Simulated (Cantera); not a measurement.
Feed: 1 mol SiH4, 0.42 mol CO2, 24 mol H2, at 1500 °C and 0.00340 bar.

Equilibrium computed with Cantera from the NASA thermochemical tables; the gas is ideal and each condensed phase is pure. Gases not in the tables: Si2H6 and higher silanes. Kinetics and transport are ignored.

```json
[
 {"species": "H2", "before": "0.964", "after": "1.00"},
 {"species": "SiO", "before": "0.0261", "after": "5.25e-8"},
 {"species": "H", "before": "0.00480", "after": "1.96e-8"},
 {"species": "CO", "before": "0.00507", "after": "<1e-9"},
 {"species": "Si", "before": "0.000423", "after": "<1e-9"},
 {"species": "SiH", "before": "2.99e-5", "after": "<1e-9"},
 {"species": "SiH2", "before": "1.60e-5", "after": "<1e-9"},
 {"species": "SiC(s), mol", "before": "0.283", "after": "0.420"},
 {"species": "Si(s), mol", "before": "0", "after": "0.160"},
 {"species": "SiO2(β-quartz), mol", "before": "0", "after": "0.420"}
]
```
Gas species are given as mole fractions.

Question: Which change was made?
(A) temperature from 1500 °C to 1577 °C
(B) temperature from 1500 °C to 1552 °C
(C) pressure from 0.00340 bar to 0.100 bar
(D) temperature from 1500 °C to 702 °C

Answer: D, temperature from 1500 °C to 702 °C
